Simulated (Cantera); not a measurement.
Charge: 1 mol borazine, 0.61 mol NH3, 0.11 mol N2, held at 2175 K and 7.00 mbar.

Cantera equilibrium calculation (NASA polynomials, part measured and part estimated; ideal gas, pure solids and liquids). Candidate condensed phases: B, BN; 15 gas species. The feed counts by its element totals alone. Mutual solubility and eutectic melting of coexisting phases are not modelled. The tables' values for BH2 are old estimates; treat these amounts as uncertain. Kinetics and transport are ignored.

Base state: H2 0.762, N2 0.185, H 0.0509, BH2 0.000897, B 0.000276, BH 2.56e-5 (mole fractions); condensed: B(s) + BN(s).

Task: What changes in the equilibrium state with this change: borazine replaced by B?

Result: 
```
species       before     after
----------  --------  --------
H2             0.762     0.762
N2             0.185     0.185
H             0.0509    0.0509
B           0.000276  0.000276
BH2         0.000897  0.000897
BH           2.56e-5   2.56e-5
B(s), mol       1.00     0.599
BN(s), mol      1.99     0.400
```
